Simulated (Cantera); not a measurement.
Mixture: CH4 : O2 : N2 = 1 : 4.26 : 16 (molar parts), at 3750 Torr, adiabatic and at constant volume. Ignition delay is the time to a rise of 400 K.

Detailed kinetics in Cantera: GRI-Mech 3.0 (53 species, 325 reactions).

Q: What does this change do: CH4 1 to 0.58 parts?

A: 
| quantity | before | after |
|---|---|---|
| delay at 1050 K | 57.9 ms | 50.0 ms |
| delay at 1250 K | 3.57 ms | 2.91 ms |
| delay at 1450 K | 0.390 ms | 0.336 ms |
| delay at 1650 K | 69.0 µs | 66.4 µs |
| delay at 1850 K | 18.5 µs | 19.8 µs |
| apparent activation energy between 1650 and 1850 K | 170 kJ/mol | 150 kJ/mol |
